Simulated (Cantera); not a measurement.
Input: 1 mol SiCl4, 0.017 mol C3H8, 45 mol H2, equilibrated at 1.00 bar.

Method: chemical equilibrium by Gibbs-energy minimisation in Cantera with the NASA 1993 tables (ideal gas, pure condensed phases). Candidate condensed phases: C, C6H6, C7H8, C8H18, Si, SiC; 109 gas species. Mutual solubility and eutectic melting of coexisting phases are not modelled. Gases not in the tables: Si2H6 and higher silanes. Equilibrium is a limit: real reactors are often held back by kinetics, nucleation or transport.

Over these rows the condensed part is Si(l) + SiC(s). Partial pressures as log10 of bar:

```csv
T (K),1000/T (1/K),log p SiHCl3,log p H2,log p HCl,log p SiCl2
1750,0.5714,-3.95,-0.03,-1.23,-1.91
1850,0.5405,-4.32,-0.03,-1.22,-1.94
1950,0.5128,-4.65,-0.03,-1.20,-1.97
2050,0.4878,-4.96,-0.03,-1.19,-2.00
2150,0.4651,?,-0.04,-1.19,-2.03
2250,0.4444,-5.49,-0.04,-1.18,-2.06
```

Task: Fit log p(SiHCl3) = a + b·(1000/T) to the five rows, give the apparent enthalpy, and predict the row at 2150 K.

Result: Means: 1000/T = 0.5114, log p = -4.674. Sxy = 0.115197, Sxx = 0.0094947, so b = 12.13 and a = -4.674 − (12.13)×0.5114 = -10.88.
Apparent enthalpy: −19.145 × (12.13) = -232 kJ/mol. With the condensed phases at unit activity, Si(l) + 3 HCl(g) = SiHCl3(g) + H2(g) links this pressure to the main gases: over the six rows their terms move log p by +0.16 in all, so the slope isn't that reaction's ΔH° alone. The five rows lie within 0.01 of the line.
Prediction at 2150 K: -10.88 + (12.13)×0.4651 = -5.24. The computed value is -5.24, 0.00 from the line.
